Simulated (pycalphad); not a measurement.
All values are pycalphad results on the COST 507 light-alloy database (1999) (1 atm), not direct measurements. These are 1990s assessments: newer ones move some temperatures and phases. Diffusion is slow at the low end, where real alloys seldom reach equilibrium.

Molar enthalpy of Hf-0.5217C (wt.%) in equilibrium (SER reference):

| T (K) | H (kJ/mol) | phases |
|---|---|---|
| 3300 | 122.96 | LIQUID |
| 3150 | 116.54 | LIQUID |
| 3000 | 110.13 | LIQUID |
| 2900 | 105.85 | LIQUID |
| 2850 | 103.72 | LIQUID |
| 2700 | 95.56 | LIQUID + FCC_A1 |
| 2550 | 59.32 | HCP_A3 |
| 2500 | 57.25 | HCP_A3 |
| 2400 | 53.16 | HCP_A3 |
| 2250 | 47.17 | HCP_A3 |
| 2100 | 41.35 | HCP_A3 |
| 1950 | 35.60 | HCP_A3 + FCC_A1 |
| 1800 | 29.65 | HCP_A3 + FCC_A1 |
| 1650 | 23.92 | HCP_A3 + FCC_A1 |
| 1500 | 18.41 | HCP_A3 + FCC_A1 |
| 1350 | 13.10 | HCP_A3 + FCC_A1 |
| 1200 | 8.00 | HCP_A3 + FCC_A1 |
| 1050 | 3.10 | HCP_A3 + FCC_A1 |
| 900 | -1.60 | HCP_A3 + FCC_A1 |
| 750 | -6.11 | HCP_A3 + FCC_A1 |
| 600 | -10.41 | HCP_A3 + FCC_A1 |

Cooling from 2850 K to 2550 K, across the freezing range, releases 44.4 kJ/mol, or 267 J/g. The slope is 43 J/(mol K) in the liquid and 41 J/(mol K) just below the solidus, where it includes any heat of precipitation. Liquidus 2816 K, solidus 2569 K. Changes were sought between steps of 50 K, so a narrower field can be missed.

FCC_A1 is fcc; HCP_A3 is hcp. The fcc model also describes the rock-salt carbide or nitride (TiC, TiN, HfC).
